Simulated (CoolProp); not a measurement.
Vapour-liquid equilibrium of trans-2-butene (1) + acetone (2) at 0.359 MPa; x and y are mole fractions of (1).

Model: multi-fluid Helmholtz-energy mixture model, Lemmon 2005 and Lemmon 2006; pair parameters Bell 2016, in CoolProp.

```
x     bubble temperature, mixture model (K)  bubble temperature, Raoult's law (K)  y, mixture model  y, Raoult's law
----  -------------------------------------  ------------------------------------  ----------------  ---------------
0.05                                  359.9                                 366.1             0.286            0.182
0.15                                  342.6                                 356.2             0.597            0.443
0.25                                  332.3                                 347.9             0.731            0.615
0.35                                  326.1                                 340.8             0.797            0.731
0.45                                  322.4                                 334.8             0.834            0.813
0.55                                  319.9                                 329.5             0.860            0.872
0.65                                  318.0                                 324.9             0.881            0.915
0.75                                  316.4                                 320.9             0.903            0.947
0.85                                  314.7                                 317.2             0.931            0.972
0.95                                  313.2                                 313.9             0.972            0.992
```

The largest gap from Raoult's law is -15.6 K in bubble temperature, at x = 0.25. No azeotrope shows between x = 0.05 and 0.95.

Pair parameters are fitted to limited data, so mixtures are less certain than the pure fluids.
